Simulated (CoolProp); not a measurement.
Vapour-liquid equilibrium of ethanol (1) + toluene (2) at 166 kPa; x and y are mole fractions of (1).

Model: multi-fluid Helmholtz-energy mixture model, Schroeder 2014 and Lemmon 2006; pair parameters Bell 2016, in CoolProp.

```json
[
 {"x": "0.05", "bubble temperature (K)": "386.4", "y at the bubble point": "0.359", "dew temperature at overall composition x (K)": "400.1", "liquid density (mol/L)": "8.584"},
 {"x": "0.2", "bubble temperature (K)": "370.4", "y at the bubble point": "0.634", "dew temperature at overall composition x (K)": "393.9", "liquid density (mol/L)": "9.332"},
 {"x": "0.35", "bubble temperature (K)": "366.6", "y at the bubble point": "0.696", "dew temperature at overall composition x (K)": "386.8", "liquid density (mol/L)": "10.08"},
 {"x": "0.5", "bubble temperature (K)": "365.3", "y at the bubble point": "0.725", "dew temperature at overall composition x (K)": "378.7", "liquid density (mol/L)": "10.96"},
 {"x": "0.65", "bubble temperature (K)": "364.4", "y at the bubble point": "0.757", "dew temperature at overall composition x (K)": "369.4", "liquid density (mol/L)": "12.05"},
 {"x": "0.8", "bubble temperature (K)": "363.9", "y at the bubble point": "0.816", "dew temperature at overall composition x (K)": "363.9", "liquid density (mol/L)": "13.40"},
 {"x": "0.95", "bubble temperature (K)": "364.2", "y at the bubble point": "0.937", "dew temperature at overall composition x (K)": "364.3", "liquid density (mol/L)": "15.06"}
]
```

y crosses x between x = 0.8 and 0.95: the model has an azeotrope there.

The pair parameters rest on a limited set of measurements; away from them the model extrapolates. With so large a gap from Raoult's law the liquid may split in two, which this calculation doesn't test in full.
